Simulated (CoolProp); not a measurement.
Properties of n-nonane along the isobar 5840 kPa.

The numbers come from the reference Helmholtz-energy equation of state, Lemmon 2006 in CoolProp. It is a short technical equation, of lower accuracy than the large ones.

| T (K) | phase | density (kg/m³) | cp (kJ/(kg K)) | cv (kJ/(kg K)) | viscosity (µPa s) | conductivity (mW/(m K)) |
|---|---|---|---|---|---|---|
| 255.5 | liquid | 751.4 | 2.064 | 1.640 | 1410 | 142 |
| 275 | liquid | 736.4 | 2.123 | 1.703 | 976 | 136 |
| 294.4 | liquid | 721.7 | 2.188 | 1.771 | 731 | 130 |
| 313.9 | liquid | 706.8 | 2.259 | 1.843 | 575 | 125 |
| 333.4 | liquid | 692.0 | 2.334 | 1.918 | 468 | 120 |
| 352.8 | liquid | 677.0 | 2.411 | 1.994 | 391 | 116 |
| 372.3 | liquid | 661.8 | 2.491 | 2.070 | 332 | 111 |
| 391.8 | liquid | 646.3 | 2.571 | 2.147 | 285 | 108 |
| 411.2 | liquid | 630.6 | 2.652 | 2.224 | 247 | 104 |
| 430.7 | liquid | 614.4 | 2.734 | 2.299 | 215 | 101 |
| 450.1 | liquid | 597.7 | 2.815 | 2.373 | 189 | 97.4 |
| 469.6 | liquid | 580.3 | 2.897 | 2.446 | 165 | 94.4 |
| 489.1 | liquid | 562.1 | 2.980 | 2.518 | 145 | 91.6 |
| 508.5 | liquid | 543.0 | 3.063 | 2.588 | 127 | 88.9 |
| 528 | liquid | 522.6 | 3.149 | 2.656 | 111 | 86.2 |
| 547.5 | liquid | 500.6 | 3.238 | 2.723 | 96.7 | 83.7 |

Viscosity comes from a separate model (Huber 2004). Thermal conductivity comes from a separate model (Huber 2005).
